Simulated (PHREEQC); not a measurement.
Dissolve 3 mol/kgw K2CO3 and 2.1 mol/kgw KCl at 65 °C. Closed to the air; pH follows from the charge balance.

All values are PHREEQC results (Pitzer model, pitzer.dat), not measurements.

| quantity | before | after |
|---|---|---|
| pH | 11.99 | 11.83 |
| ionic strength (mol/kgw) | 11.1 | 11.1 |
| SI of Sylvite (KCl) | -0.17 | -0.19 |

**Question.** Name the change that produced these shifts.
A. diluted 2-fold with water
B. temperature from 65 to 80 °C
C. K2CO3 left out
D. temperature from 65 to 70 °C

**Answer.** B, temperature from 65 to 80 °C

No solid was allowed to form. In brines, pH and single-ion activities rest on the MacInnes convention. Constants without temperature data keep their 25 °C values here.
